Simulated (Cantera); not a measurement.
An isothermal, constant-pressure homogeneous reactor starts with CH4 : H2 = 1 : 19 (molar parts), at 1750 K and 20.0 Torr. Integrator tolerance rtol = 1e-08.

Detailed kinetics in Cantera: GRI-Mech 3.0 (53 species, 325 reactions). GRI-Mech 3.0 stops at C3 and has no aromatics, soot or wall deposition, so with more carbon than oxygen in the feed, carbon stays in small species such as C2H2 where larger ones or solid carbon would form. Radical loss at walls, strong at low pressure, is not modelled.

### Question
What does this change do: CH4 1 to 0.17 parts?

### Answer
```
quantity                                              before                                      after
-----------------  -----------------------------------------  -----------------------------------------
x(CH4) at 80.0 s   0.000333 (gas-phase equilibrium 0.000333)  0.000153 (gas-phase equilibrium 0.000147)
x(H2) at 80.0 s          0.975 (gas-phase equilibrium 0.975)        0.994 (gas-phase equilibrium 0.994)
x(CH2) at 80.0 s     1.54e-8 (gas-phase equilibrium 1.54e-8)    6.89e-9 (gas-phase equilibrium 6.63e-9)
x(C2H2) at 80.0 s      0.0236 (gas-phase equilibrium 0.0236)    0.00431 (gas-phase equilibrium 0.00431)
x(H) at 80.0 s       0.00142 (gas-phase equilibrium 0.00142)    0.00143 (gas-phase equilibrium 0.00143)
```

### Question
What does this change do: temperature 1750 to 1550 K?

### Answer
| quantity | before | after |
|---|---|---|
| x(CH4) at 80.0 s | 0.000333 (gas-phase equilibrium 0.000333) | 0.00389 (gas-phase equilibrium 0.00195) |
| x(H2) at 80.0 s | 0.975 (gas-phase equilibrium 0.975) | 0.974 (gas-phase equilibrium 0.975) |
| x(CH2) at 80.0 s | 1.54e-8 (gas-phase equilibrium 1.54e-8) | 2.61e-9 (gas-phase equilibrium 1.35e-9) |
| x(C2H2) at 80.0 s | 0.0236 (gas-phase equilibrium 0.0236) | 0.0219 (gas-phase equilibrium 0.0228) |
| x(H) at 80.0 s | 0.00142 (gas-phase equilibrium 0.00142) | 0.000189 (gas-phase equilibrium 0.000192) |
